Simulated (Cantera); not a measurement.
A freely propagating, adiabatic, planar premixed flame of CH₄ : O₂ : N₂ : H₂O = 1 : 2.56 : 9.64 : 0.35 (molar parts), equivalence ratio 0.78, unburnt at 700 K and 5.50 bar; mixture-averaged transport, grid criteria slope 0.08 and curve 0.16, no radiation.

Detailed kinetics in Cantera: GRI-Mech 3.0 (53 species, 325 reactions). Burning velocities carry a grid error of a few per cent, more on coarse grids.

What does this change do: 0.23 parts H2 added?


| quantity | before | after |
|---|---|---|
| laminar burning velocity | 69.0 cm/s | 85.4 cm/s |
| thermal thickness | 0.106 mm | 0.0933 mm |
| peak x(H) | 0.00132 | 0.00194 |
| peak x(C₂H₄) | 0.000504 | 0.000455 |

What does this change do: 0.48 parts H2 added?


| quantity | before | after |
|---|---|---|
| laminar burning velocity | 69.0 cm/s | 104 cm/s |
| thermal thickness | 0.106 mm | 0.0837 mm |
| peak x(H) | 0.00132 | 0.00277 |
| peak x(C₂H₄) | 0.000504 | 0.000410 |
